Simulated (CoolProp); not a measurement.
Vapour-liquid equilibrium of toluene (1) + n-dodecane (2) at 502.7 K; x and y are mole fractions of (1).

Computed with CoolProp (multi-fluid Helmholtz-energy mixture model, Lemmon 2006 and Lemmon 2004; pair parameters Bell 2016).

```
x      bubble pressure (kPa)  y at the bubble point  dew pressure at overall composition x (kPa)  liquid density (mol/L)
-----  ---------------------  ---------------------  -------------------------------------------  ----------------------
0.05                   172.1                  0.224                                        144.0                   3.509
0.125                  230.5                  0.451                                        154.9                   3.661
0.2                    295.5                  0.598                                        167.6                   3.825
0.275                  366.2                  0.698                                        182.5                   4.001
0.35                   441.3                  0.770                                        200.3                   4.190
0.425                  520.1                  0.822                                        221.9                   4.397
0.5                    602.0                  0.862                                        248.7                   4.621
0.575                  686.7                  0.894                                        283.0                   4.867
0.65                   774.4                  0.920                                        328.2                   5.138
0.725                  865.1                  0.941                                        391.0                   5.438
0.8                    959.2                  0.960                                        483.8                   5.771
0.875                   1057                  0.976                                        633.6                   6.145
0.95                    1158                  0.991                                        906.2                   6.568
```

No azeotrope shows between x = 0.05 and 0.95.

The pair parameters rest on a limited set of measurements; away from them the model extrapolates.
